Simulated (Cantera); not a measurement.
**Stirred combustor or abatement burner**

A perfectly stirred reactor is fed with 10.8 % CH4, 14.4 % O2, 74.8 % N2, equivalence ratio 1.5, at 16.0 bar; it is adiabatic with a 425 K inlet, and is followed from long to short residence time, starting on the burning branch (τ in s: 0.16, 0.062, 0.024, 0.0096, 0.0038, 0.0015, 0.00059, 0.00023, 9.1e-05).

Model: GRI-Mech 3.0 (53 species, 325 reactions), integrated in Cantera. The pressure lies above the range GRI-Mech 3.0 was tuned for (to about 10 atm).

```csv
τ (s),T (K),x CH4,x O2,x H2O,x CH2,x NO,x HCN
0.16,1771,0.00576,0.000207,0.142,2.30e-8,1.30e-7,1.00e-6
0.062,1779,0.00746,0.000479,0.144,4.98e-8,1.57e-7,1.40e-6
0.024,1783,0.00925,0.00108,0.146,1.03e-7,1.67e-7,1.66e-6
0.0096,1778,0.0110,0.00230,0.147,1.91e-7,1.53e-7,1.57e-6
0.0038,1756,0.0129,0.00487,0.146,3.08e-7,1.22e-7,1.06e-6
0.0015,1695,0.0159,0.0109,0.142,3.53e-7,7.43e-8,3.52e-7
0.00059,425,0.108,0.144,<1e-12,<1e-12,<1e-12,<1e-12
0.00023,425,0.108,0.144,<1e-12,<1e-12,<1e-12,<1e-12
9.1e-5,425,0.108,0.144,<1e-12,<1e-12,<1e-12,<1e-12
```
x: mole fraction; the columns are a selection and need not sum to one.
